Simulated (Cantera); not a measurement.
A perfectly stirred reactor is fed with H₂ : O₂ : N₂ = 0.82 : 1 : 1.4 (molar parts), equivalence ratio 0.41, at 750 Torr; it is held at 1198 K, and followed from long to short residence time.

Detailed kinetics in Cantera: GRI-Mech 3.0 (53 species, 325 reactions). The temperature is held fixed by assumption; the heat of reaction is taken as removed at once.

What does this change do: temperature 1198 to 1175 K?


```
quantity                 before     after
---------------------  --------  --------
x(H₂) at τ = 5.30 s     9.59e-5  0.000191
x(O₂) at τ = 5.30 s       0.210     0.210
x(H₂O) at τ = 5.30 s      0.292     0.292
x(OH) at τ = 5.30 s     2.68e-5   1.38e-5
x(N₂O) at τ = 5.30 s    3.85e-7   3.91e-7
x(H₂) at τ = 27.0 ms    0.00306   0.00472
x(O₂) at τ = 27.0 ms      0.211     0.212
x(H₂O) at τ = 27.0 ms     0.288     0.286
x(OH) at τ = 27.0 ms   0.000154  0.000100
x(N₂O) at τ = 27.0 ms   4.34e-7   3.51e-7
```
